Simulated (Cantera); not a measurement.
**Equilibrium for thermal oxidation and active oxidation of silicon: Si + O₂ + N₂**

Feed: 1 mol Si, 0.17 mol O₂, 36 mol N₂, equilibrated at 1350 °C.

Method: chemical equilibrium by Gibbs-energy minimisation in Cantera with the NASA 1993 tables (ideal gas, pure condensed phases). Candidate condensed phases: Si, SiO₂, Si₂N₂O, Si₃N₄; 16 gas species. Mutual solubility and eutectic melting of coexisting phases are not modelled. The tables' values for SiN are old estimates; treat these amounts as uncertain. Rates play no part.

| P (Pa) | log p N₂ | log p Si | log p SiO | log p Si₂N | log p Si₂ | log p SiN | log p Si₃ | log p N | n Si(s) | n Si₂N₂O(s) | n Si₃N₄(s) |
|---|---|---|---|---|---|---|---|---|---|---|---|
| 0.100 | -6.01 | -7.75 | -8.04 | -11.57 | -11.24 | -10.86 | -12.82 | -14.96 | 0 | 0 | 0 |
| 0.750 | -5.14 | -6.88 | -7.16 | -9.39 | -9.50 | -9.55 | -10.21 | -14.52 | 0 | 0 | 0 |
| 5.60 | -4.26 | -6.80 | -6.28 | -8.80 | -9.35 | -9.03 | -9.99 | -14.08 | 0.554 | 0 | 0 |
| 42 | -3.38 | -6.80 | -5.41 | -8.36 | -9.35 | -8.60 | -9.99 | -13.64 | 0.645 | 0 | 0 |
| 320 | -2.50 | -7.38 | -5.15 | -9.06 | -10.49 | -8.73 | -11.70 | -13.20 | 0 | 0.261 | 0.133 |
| 2400 | -1.62 | -7.96 | -5.44 | -9.79 | -11.66 | -8.87 | -13.46 | -12.76 | 0 | 0.335 | 0.108 |
| 18000 | -0.74 | -8.54 | -5.73 | -10.52 | <-12 | -9.02 | <-12 | -12.32 | 0 | 0.340 | 0.107 |
| 130000 | 0.11 | -9.12 | -6.02 | -11.24 | <-11 | -9.16 | <-11 | <-11 | 0 | 0.340 | 0.107 |
| 1000000 | 1.00 | -9.71 | -6.31 | <-11 | <-11 | -9.31 | <-11 | <-11 | 0 | 0.340 | 0.107 |
log p: log10 of the partial pressure in bar; n: condensed amount in mol.

From 0.000750 Torr to 0.00563 Torr nothing is condensed. From 0.0420 Torr to 0.315 Torr the condensed part is Si(s). From 2.40 Torr to 7500 Torr the condensed part is Si₂N₂O(s) + Si₃N₄(s). The main Si-bearing gas is Si at 0.000750 Torr and SiO at 7500 Torr.
